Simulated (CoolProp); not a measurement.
2000 sccm (0 °C, 1 atm) of nitrogen bubbles through liquid 1,2-dichloroethane at 329.2 K and leaves saturated at a total pressure of 0.15 MPa (ideal gas phase). Each further row changes one setting.

Model: reference Helmholtz-energy equation of state, Thol 2015, in CoolProp.

| case | vapour pressure (kPa) | mole fraction of vapour | delivery (mg/min) | delivery (sccm) | change of delivery for a bath 1 K warmer (%) |
|---|---|---|---|---|---|
| as stated | 39.4 | 0.262 | 3140 | 711 | 5.3 |
| bath temperature 334.2 K | ? | 0.316 | 4080 | ? | ? |
| total pressure 0.3 MPa | 39.4 | 0.131 | ? | ? | ? |

Task: Some entries are withheld; supply them.

Result: 
- bath temperature 334.2 K, vapour pressure (kPa): 47.4
- bath temperature 334.2 K, delivery (sccm): 924
- bath temperature 334.2 K, change of delivery for a bath 1 K warmer (%): 5.5
- total pressure 0.3 MPa, delivery (mg/min): 1330
- total pressure 0.3 MPa, delivery (sccm): 302
- total pressure 0.3 MPa, change of delivery for a bath 1 K warmer (%): 4.4
